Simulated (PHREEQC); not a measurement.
Dissolve 0.037 mol MgCl2 and 3.7e-05 mol NaHCO3 per kg of water at 25 °C. Closed to the air; pH follows from the charge balance.

All values are PHREEQC results (Pitzer model, pitzer.dat), not measurements.

```csv
quantity,before,after
pH,7.49,7.51
ionic strength (mol/kgw),0.111,0.148
HCO3- (mol/kgw),3.46e-5,3.49e-5
CO2 (mol/kgw),1.78e-6,1.63e-6
CO3-2 (mol/kgw),1.51e-7,1.51e-7
SI of Nahcolite (NaHCO3),-8.73,-8.75
SI of Natron (Na2CO3:10H2O),-15.71,-15.70
```

Q: What was changed between the two runs?
A. NaHCO3 from 3.7e-05 to 1.85e-05 mol/kgw
B. MgCl2 left out
C. NaHCO3 from 3.7e-05 to 3.7e-06 mol/kgw
D. NaHCO3 from 3.7e-05 to 7.4e-05 mol/kgw
E. MgCl2 replaced by MgSO4 at the same molality

A: E, MgCl2 replaced by MgSO4 at the same molality

No solid was allowed to form.
